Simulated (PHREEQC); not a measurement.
**Metal-bearing waste water (model solution)**

Make-up at 41 °C: 0.047 mol NiSO4, 0.00019 mol NiCl2 and 7.2e-05 mol HCl per kg of water. It is in equilibrium with CO2 at log p = -3.5 (atm). Otherwise closed; pH follows from the charge balance.

All values are PHREEQC results (ion-association model, wateq4f.dat), not measurements.

Precipitation was switched off in this run.

### Question
What pH does the model give?

### Answer
pH 4.61.

### Question
In which forms is S present?

### Answer
SO4-2 58 %, NiSO4 42 % of the S.

Species that the database lacks are ignored. At this temperature some constants are extrapolated from 25 °C, and those without enthalpy data are left unchanged.
